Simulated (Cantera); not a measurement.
Standard-state values (1 bar) from the NASA 1993 polynomials, evaluated with Cantera. Values are per mole of reaction as written; species without (g) are pure solids or liquids, kept so even where they would boil at 1 bar.

Si2C(g) = 2 Si(g) + C

| T (K) | ΔH° (kJ) | ΔS° (J/K) | ΔG° (kJ) | log10 K |
|---|---|---|---|---|
| 1248 | 369.0 | 106.2 | 236.5 | -9.90 |
| 1348 | (withheld) | (withheld) | (withheld) | (withheld) |
| 1448 | (withheld) | (withheld) | (withheld) | (withheld) |
| 1548 | (withheld) | (withheld) | (withheld) | (withheld) |
| 1648 | 371.4 | 107.9 | 193.7 | -6.14 |

Question: What belongs in the gaps?

Answer: 
- 1348, ΔH° (kJ): 369.6
- 1348, ΔS° (J/K): 106.6
- 1348, ΔG° (kJ): 225.8
- 1348, log10 K: -8.75
- 1448, ΔH° (kJ): 370.2
- 1448, ΔS° (J/K): 107.1
- 1448, ΔG° (kJ): 215.2
- 1448, log10 K: -7.76
- 1548, ΔH° (kJ): 370.8
- 1548, ΔS° (J/K): 107.5
- 1548, ΔG° (kJ): 204.4
- 1548, log10 K: -6.90
